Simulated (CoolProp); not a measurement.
The fluoroketone C6F12O (FK-5-1-12) along the isotherm -15.05 °C: density (kg/m³) from the reference equation and from simpler models built on Tc = 168.7 °C, pc = 18.69 bar, ω = 0.471; each cubic takes its own stable root.

Values from CoolProp's reference Helmholtz-energy equation of state, McLinden 2015.

| p (bar) | phase | reference | van der Waals | Redlich-Kwong | Soave-Redlich-Kwong | Peng-Robinson |
|---|---|---|---|---|---|---|
| 15.6 | liquid | 1722 | 1018 | 1490 | 1569 | 1766 |
| 31.2 | liquid | 1727 | 1033 | 1502 | 1576 | 1772 |
| 46.7 | liquid | 1731 | 1046 | 1513 | 1583 | 1778 |
| 62.3 | liquid | 1736 | 1057 | 1524 | 1589 | 1784 |
| 77.9 | liquid | 1740 | 1067 | 1533 | 1595 | 1790 |
| 93.5 | liquid | 1744 | 1076 | 1542 | 1600 | 1795 |
| 109 | liquid | 1748 | 1084 | 1550 | 1605 | 1800 |
| 125 | liquid | 1752 | 1091 | 1558 | 1610 | 1805 |
| 140 | liquid | 1756 | 1097 | 1565 | 1615 | 1809 |
| 156 | liquid | 1760 | 1104 | 1572 | 1620 | 1814 |
| 171 | liquid | 1764 | 1109 | 1578 | 1624 | 1818 |
| 187 | liquid | 1767 | 1114 | 1584 | 1628 | 1822 |
